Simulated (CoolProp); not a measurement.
C2F6 (R116) at 293.15 K and 0.996 MPa is throttled through a valve to 0.307 MPa with no heat exchange. Each further row changes one setting.

Computed with CoolProp (reference Helmholtz-energy equation of state, Lemmon 2006). It is a short technical equation, of lower accuracy than the large ones.

```
case                        temperature change (K)  final density (kg/m³)
--------------------------  ----------------------  ---------------------
as stated                               (withheld)             (withheld)
outlet pressure 0.0921 MPa                    -8.8             (withheld)
outlet pressure 0.399 MPa                     -5.9             (withheld)
```

Question: Fill in the missing entries.

Answer: 
- as stated, temperature change (K): -6.7
- as stated, final density (kg/m³): 18.5
- outlet pressure 0.0921 MPa, final density (kg/m³): 5.44
- outlet pressure 0.399 MPa, final density (kg/m³): 24.2
